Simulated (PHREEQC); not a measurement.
A solution holds 8.7 mmol/kgw NaHSO4, 89 mmol/kgw Na2SO4 and 29 mmol/kgw KCl, at 74 °C. Closed to the air; pH follows from the charge balance.

The numbers come from PHREEQC with the ion-association model, phreeqc.dat.

| quantity | before | after |
|---|---|---|
| pH | 3.00 | 10.84 |
| ionic strength (mol/kgw) | 0.262 | 0.265 |
| Na+ (mol/kgw) | 0.169 | 0.168 |
| SO4-2 (mol/kgw) | 0.0675 | 0.0733 |
| NaSO4- (mol/kgw) | 0.0176 | 0.0189 |
| HSO4- (mol/kgw) | 0.00741 | 1.17e-10 |

### Question
What was changed between the two runs?
A. KCl from 0.029 to 0.0319 mol/kgw
B. KCl left out
C. Na2SO4 left out
D. KCl replaced by KOH at the same molality
E. 0.15 mol/kgw MgCl2 added

### Answer
D, KCl replaced by KOH at the same molality

This is a speciation only: nothing precipitates in the calculation. Away from 25 °C the constants follow the database's enthalpies or fits; those with neither stay at their 25 °C values.
